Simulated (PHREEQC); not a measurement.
## Leach liquor (model solution)

Consider water at 20 °C with 12 mmol/kgw HCl, 35 mmol/kgw LiCl and 1.5 mmol/kgw KOH. It is in equilibrium with CO2 at log p = 0 (atm). Otherwise closed; pH follows from the charge balance.

Model: ion-association model, phreeqc.dat, run in PHREEQC.

No solid was allowed to form.

### Question
Estimate the pH, specific conductance.

### Answer
pH 2.05; specific conductance 6770 µS/cm.

Species that the database lacks are ignored.
